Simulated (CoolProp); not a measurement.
The numbers come from the reference Helmholtz-energy equation of state, Gao 2016 in CoolProp.

Task: For sulfur dioxide, give the phase and the cv (kJ/(kg K)), speed of sound (m/s) at -10.95 °C and 0.315 MPa; 14.25 °C and 0.315 MPa; 140.05 °C and 0.315 MPa.

Result: 
- -10.95 °C and 0.315 MPa: liquid; cv 0.823, speed of sound 1030
- 14.25 °C and 0.315 MPa: liquid; cv 0.814, speed of sound 923
- 140.05 °C and 0.315 MPa: gas; cv 0.563, speed of sound 255
